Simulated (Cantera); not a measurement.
Cantera run, input and output.

```python
import numpy as np
import cantera as ct

gas = ct.Solution("h2o2.yaml")
gas.TPX = 700, 630000, {'H2': 1, 'O2': 0.294, 'N2': 0.88}
flame = ct.FreeFlame(gas, width=0.011)
flame.set_refine_criteria(ratio=3, slope=0.08, curve=0.16)
flame.transport_model = "mixture-averaged"
flame.solve(loglevel=0, auto=True)
z, T = flame.grid, flame.T
thick = (T[-1] - T[0]) / np.gradient(T, z).max()
show = ['H2', 'O2', 'H2O', 'HO2', 'O', 'OH']
print(f"laminar burning velocity  {flame.velocity[0] * 100:.3f} cm/s")
print(f"burnt temperature         {T[-1]:.1f} K")
print(f"thermal thickness         {thick * 1e3:.4f} mm")
print(f"grid points               {len(z)}")
z0 = z[flame.heat_release_rate.argmax()]
print(f"{'z/mm':>9s}{'T/K':>9s}{'u/(m/s)':>9s}" + "".join(f"{s:>11s}" for s in show))
rows = []
for k in (-3, -2, -1.5, -1, -0.5, -0.25, 0, 0.25, 0.5, 1, 2, 4, 8):
    zz = z0 + k * thick
    rows.append([k * thick, np.interp(zz, z, T), np.interp(zz, z, flame.velocity),
                 *(np.interp(zz, z, flame.X[gas.species_index(s)]) for s in show)])
    print(f"{rows[-1][0] * 1e3:9.3f}{rows[-1][1]:9.1f}{rows[-1][2]:9.3f}" + "".join(f"{x:11.3e}" for x in rows[-1][3:]))
```

Output:

```
laminar burning velocity  1475.017 cm/s
burnt temperature         2637.0 K
thermal thickness         0.0434 mm
grid points               116
     z/mm      T/K  u/(m/s)         H2         O2        H2O        HO2          O         OH
   -0.130    700.0   14.750  4.600e-01  1.352e-01  6.749e-12  6.996e-12  3.595e-15  2.186e-16
   -0.087    700.0   14.750  4.600e-01  1.352e-01  5.130e-10  6.349e-10  1.228e-12  7.564e-14
   -0.065    700.0   14.750  4.600e-01  1.352e-01  1.081e-08  1.713e-08  5.488e-11  3.516e-12
   -0.043    700.2   14.751  4.599e-01  1.353e-01  1.023e-06  2.016e-06  1.023e-08  1.181e-09
   -0.022    732.3   15.297  4.538e-01  1.356e-01  1.187e-03  5.964e-04  1.503e-05  7.674e-05
   -0.011    995.0   20.157  4.159e-01  1.288e-01  2.491e-02  7.709e-04  4.796e-04  1.251e-03
    0.000   1462.5   28.649  3.205e-01  9.037e-02  1.104e-01  3.724e-04  3.503e-03  4.103e-03
    0.011   1805.2   34.901  2.301e-01  3.648e-02  2.123e-01  1.422e-04  5.161e-03  8.666e-03
    0.022   1974.0   37.880  1.958e-01  1.285e-02  2.575e-01  4.802e-05  4.383e-03  1.119e-02
    0.043   2135.2   40.576  1.877e-01  3.030e-03  2.790e-01  1.132e-05  3.212e-03  1.244e-02
    0.087   2284.3   42.945  1.941e-01  1.364e-03  2.874e-01  5.223e-06  2.058e-03  1.161e-02
    0.174   2414.1   44.933  2.009e-01  7.272e-04  2.946e-01  2.731e-06  1.118e-03  9.562e-03
    0.348   2515.4   46.437  2.061e-01  3.369e-04  3.010e-01  1.194e-06  5.202e-04  7.075e-03
```

Model: the H2/O2 subset of GRI-Mech 3.0, which has no nitrogen chemistry, integrated in Cantera. The hydrogen kinetics of GRI-Mech 3.0 are dated; newer H2 mechanisms differ, most at raised pressure. Burning velocities carry a grid error of a few per cent, more on coarse grids.
